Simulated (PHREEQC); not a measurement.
1 kg of water holding 0.21 mol/kgw K2CO3, 0.0089 mol/kgw K2SO4 and 0.4 mol/kgw KHCO3 is evaporated at 25 °C; the solids stay in contact with the brine. The system is closed to CO2. Solids allowed: Arcanite, Kalicinite, Misenite. Others were left out.

The numbers come from PHREEQC with the Pitzer model, pitzer.dat.

```json
[
 {"water left (kg)": "1", "ionic strength": "1.06", "water activity": "0.978", "Kalicinite (mol)": "0", "Arcanite (mol)": "0", "K in solution (mol/kgw)": "0.838"},
 {"water left (kg)": "0.8219", "ionic strength": "1.29", "water activity": "0.974", "Kalicinite (mol)": "0", "Arcanite (mol)": "0", "K in solution (mol/kgw)": "1.02"},
 {"water left (kg)": "0.5552", "ionic strength": "1.90", "water activity": "0.962", "Kalicinite (mol)": "0", "Arcanite (mol)": "0", "K in solution (mol/kgw)": "1.51"},
 {"water left (kg)": "0.4563", "ionic strength": "2.32", "water activity": "0.954", "Kalicinite (mol)": "0", "Arcanite (mol)": "0", "K in solution (mol/kgw)": "1.84"},
 {"water left (kg)": "0.3082", "ionic strength": "3.43", "water activity": "0.933", "Kalicinite (mol)": "0", "Arcanite (mol)": "0", "K in solution (mol/kgw)": "2.72"},
 {"water left (kg)": "0.2533", "ionic strength": "4.17", "water activity": "0.918", "Kalicinite (mol)": "0", "Arcanite (mol)": "0", "K in solution (mol/kgw)": "3.31"},
 {"water left (kg)": "0.1711", "ionic strength": "6.18", "water activity": "0.880", "Kalicinite (mol)": "0", "Arcanite (mol)": "0", "K in solution (mol/kgw)": "4.90"},
 {"water left (kg)": "0.1407", "ionic strength": "7.25", "water activity": "0.860", "Kalicinite (mol)": "0.0367", "Arcanite (mol)": "0", "K in solution (mol/kgw)": "5.70"},
 {"water left (kg)": "0.09502", "ionic strength": "9.00", "water activity": "0.829", "Kalicinite (mol)": "0.192", "Arcanite (mol)": "0.00344", "K in solution (mol/kgw)": "6.73"},
 {"water left (kg)": "0.07808", "ionic strength": "10.2", "water activity": "0.805", "Kalicinite (mol)": "0.247", "Arcanite (mol)": "0.00568", "K in solution (mol/kgw)": "7.42"},
 {"water left (kg)": "0.05275", "ionic strength": "13.4", "water activity": "0.728", "Kalicinite (mol)": "0.323", "Arcanite (mol)": "0.00803", "K in solution (mol/kgw)": "9.45"},
 {"water left (kg)": "0.04335", "ionic strength": "15.8", "water activity": "0.668", "Kalicinite (mol)": "0.348", "Arcanite (mol)": "0.00852", "K in solution (mol/kgw)": "10.9"}
]
```

Kalicinite from water left = 0.1407 kg (pH 9.51); Arcanite from water left = 0.1156 kg (pH 9.70).
